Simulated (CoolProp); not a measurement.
The fluid at 298.15 K and 0.11 MPa is throttled through a valve to 0.00911 MPa with no heat exchange. The same conditions are run with several fluids, on thermodynamics alone (safety and materials aside).

The numbers come from the reference Helmholtz-energy equation of state of each fluid (R1233zd(E): Akasaka 2022; propyne: Polt 1992; dry air: Lemmon 2000; propane: Lemmon 2009; n-perfluorobutane: Gao 2022) in CoolProp. The equations of Platzer and Polt are older, rougher fits. Blends and air are pseudo-pure fits.

Q: Rank R1233zd(E), propyne, dry air, propane, n-perfluorobutane by temperature change (K), highest first.

A: dry air (-0.2), n-perfluorobutane (-1.4), propane (-1.7), propyne (-2.4), R1233zd(E) (-3.1)

```tsv
fluid	final density (kg/m³)
R1233zd(E)	0.486
propyne	0.149
dry air	0.107
propane	0.163
n-perfluorobutane	0.881
```
